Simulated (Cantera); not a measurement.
Input (Python, Cantera):

```python
import numpy as np
import cantera as ct

gas = ct.Solution("gri30.yaml")
gas.TPX = 523, 150000, {'CH4': 1, 'O2': 2, 'N2': 7.52}
flame = ct.FreeFlame(gas, width=0.03)
flame.set_refine_criteria(ratio=3, slope=0.08, curve=0.16)
flame.transport_model = "mixture-averaged"
flame.solve(loglevel=0, auto=True)
z, T = flame.grid, flame.T
thick = (T[-1] - T[0]) / np.gradient(T, z).max()
show = ['CH4', 'O2', 'C2H6', 'H2O', 'CO2', 'HCO']
print(f"laminar burning velocity  {flame.velocity[0] * 100:.3f} cm/s")
print(f"burnt temperature         {T[-1]:.1f} K")
print(f"thermal thickness         {thick * 1e3:.4f} mm")
print(f"grid points               {len(z)}")
z0 = z[flame.heat_release_rate.argmax()]
print(f"{'z/mm':>9s}{'T/K':>9s}{'u/(m/s)':>9s}" + "".join(f"{s:>11s}" for s in show))
rows = []
for k in (-3, -2, -1.5, -1, -0.5, -0.25, 0, 0.25, 0.5, 1, 2, 4, 8):
    zz = z0 + k * thick
    rows.append([k * thick, np.interp(zz, z, T), np.interp(zz, z, flame.velocity),
                 *(np.interp(zz, z, flame.X[gas.species_index(s)]) for s in show)])
    print(f"{rows[-1][0] * 1e3:9.3f}{rows[-1][1]:9.1f}{rows[-1][2]:9.3f}" + "".join(f"{x:11.3e}" for x in rows[-1][3:]))
```

Output:

```
laminar burning velocity  88.505 cm/s
burnt temperature         2351.2 K
thermal thickness         0.2572 mm
grid points               148
     z/mm      T/K  u/(m/s)        CH4         O2       C2H6        H2O        CO2        HCO
   -0.772    523.1    0.886  9.496e-02  1.900e-01  1.764e-08  3.130e-05  1.462e-07  2.939e-18
   -0.514    524.6    0.890  9.469e-02  1.896e-01  3.298e-07  2.970e-04  2.493e-06  2.542e-15
   -0.386    532.2    0.905  9.393e-02  1.887e-01  3.255e-06  1.488e-03  2.244e-05  7.912e-13
   -0.257    588.7    1.006  8.983e-02  1.843e-01  4.646e-05  9.029e-03  2.884e-04  3.163e-10
   -0.129    979.8    1.699  6.447e-02  1.519e-01  6.972e-04  5.258e-02  4.488e-03  5.358e-07
   -0.064   1401.5    2.454  3.546e-02  1.101e-01  9.078e-04  9.659e-02  1.247e-02  1.310e-05
    0.000   1796.9    3.168  8.216e-03  6.157e-02  9.756e-05  1.392e-01  2.615e-02  5.300e-05
    0.064   1959.3    3.451  5.449e-04  3.400e-02  3.805e-07  1.577e-01  4.121e-02  1.712e-05
    0.129   2009.1    3.524  1.767e-05  2.480e-02  3.276e-10  1.613e-01  5.216e-02  9.367e-07
    0.257   2067.8    3.606  2.764e-08  1.986e-02  1.914e-15  1.627e-01  6.215e-02  6.195e-08
    0.514   2139.9    3.713  8.177e-13  1.669e-02  5.639e-22  1.664e-01  6.764e-02  3.498e-08
    1.029   2215.3    3.827  2.786e-16  1.372e-02  3.011e-28  1.716e-01  7.151e-02  1.768e-08
    2.058   2279.3    3.921  1.484e-16  1.095e-02  1.025e-28  1.762e-01  7.552e-02  8.178e-09
```

Model: GRI-Mech 3.0 (53 species, 325 reactions), integrated in Cantera. Burning velocities carry a grid error of a few per cent, more on coarse grids.
